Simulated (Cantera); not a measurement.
# Ignition delay

Mixture: 13.7 % CO, 2.46 % H2, 3.01 % CH4, 17.0 % O2, 63.9 % N2, at 3.60 bar, adiabatic and at constant pressure. Ignition delay is the time to a rise of 400 K.

Detailed kinetics in Cantera: GRI-Mech 3.0 (53 species, 325 reactions). Below about 1000 K GRI-Mech 3.0 lacks low-temperature oxidation paths. Below about 950 K walls govern HO2 and H2O2 in real vessels.

```csv
T0 (K),delay (ms)
873,246
973,10.5
1073,1.23
1173,0.362
1273,0.150
1373,0.0737
1473,0.0407
1573,0.0249
1673,0.0164
```

```
Property                                               Result
--------------------------------------------------  ---------
apparent activation energy between 1473 and 1673 K  93 kJ/mol
```
